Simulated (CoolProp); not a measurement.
A simple Rankine cycle with R123: condensing at 308.15 K, boiler at 2.45 MPa, turbine inlet 499 K, turbine efficiency 0.85, pump efficiency 0.7, no recuperator. Each further row changes one setting.

Values from CoolProp's reference Helmholtz-energy equation of state, Younglove 1994. It is a modified Benedict-Webb-Rubin equation, recast in Helmholtz form.

| case | thermal efficiency (%) | net work (kJ/kg) | heat in (kJ/kg) | turbine exit temperature (K) | volume ratio over the turbine |
|---|---|---|---|---|---|
| as stated | 17.9 | 53.2 | 298 | 410.5 | 18.7 |
| condensing temperature 300.15 K | 19.1 | 58.3 | 306 | 403.7 | 24.5 |
| boiler pressure 1.72 MPa | 16.2 | 49.4 | 305 | 424.1 | 12.6 |
| turbine efficiency 0.75 | 15.7 | 46.7 | 298 | 418.6 | 19.1 |
